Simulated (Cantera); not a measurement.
A perfectly stirred reactor is fed with C2H6 : H2 = 1 : 3.9 (molar parts), at 220 Pa; it is held at 1573 K, and followed from long to short residence time.

Computed with Cantera and GRI-Mech 3.0 (53 species, 325 reactions). GRI-Mech 3.0 stops at C3 and has no aromatics, soot or wall deposition, so with more carbon than oxygen in the feed, carbon stays in small species such as C2H2 where larger ones or solid carbon would form. Radical loss at walls, strong at low pressure, is not modelled.

Question: What does this change do: pressure from 220 Pa to 101000 Pa?

Answer: 
```csv
quantity,before,after
x(C2H6) at τ = 1.90 s,0.000287,6.78e-5
x(H2) at τ = 1.90 s,0.806,0.791
x(C2H) at τ = 1.90 s,5.50e-7,1.41e-8
x(CH4) at τ = 1.90 s,0.0713,0.0960
x(CH3) at τ = 1.90 s,0.00238,9.42e-5
x(C2H6) at τ = 0.110 s,0.00381,0.000296
x(H2) at τ = 0.110 s,0.753,0.789
x(C2H) at τ = 0.110 s,5.13e-7,2.12e-8
x(CH4) at τ = 0.110 s,0.144,0.0998
x(CH3) at τ = 0.110 s,0.00759,0.000152
```

Question: What does this change do: temperature 1573 to 1498 K?

Answer: 
```csv
quantity,before,after
x(C2H6) at τ = 1.90 s,0.000287,0.000613
x(H2) at τ = 1.90 s,0.806,0.791
x(C2H) at τ = 1.90 s,5.50e-7,1.94e-7
x(CH4) at τ = 1.90 s,0.0713,0.0951
x(CH3) at τ = 1.90 s,0.00238,0.00192
x(C2H6) at τ = 0.110 s,0.00381,0.00752
x(H2) at τ = 0.110 s,0.753,0.744
x(C2H) at τ = 0.110 s,5.13e-7,1.63e-7
x(CH4) at τ = 0.110 s,0.144,0.157
x(CH3) at τ = 0.110 s,0.00759,0.00560
```
